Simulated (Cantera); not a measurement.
A closed system holds: 1 mol SiH₂Cl₂, 0.47 mol Cl₂, 5.4 mol H₂, held at 1823 K and 2.40 mbar.

Equilibrium computed with Cantera from the NASA thermochemical tables; the gas is ideal and each condensed phase is pure. Candidate condensed phases: Si; 19 gas species. The tables' values for SiCl, SiCl₃ are old estimates; treat these amounts as uncertain. Gases not in the tables: Si₂H₆ and higher silanes. Kinetics and transport are ignored.

Question: What is the equilibrium state?

Answer: 
| Quantity | Result |
|---|---|
| x(H₂) | 0.725 |
| x(HCl) | 0.159 |
| x(SiCl₂) | 0.104 |
| x(H) | 0.00753 |
| x(Si) | 0.00184 |
| x(SiCl) | 0.00127 |
| x(Cl) | 0.00126 |
| x(SiCl₃) | 0.000435 |
| x(SiH) | 8.21e-5 |
| n(Si(l)) | 0.145 mol |
| gas amount | 7.923 mol |
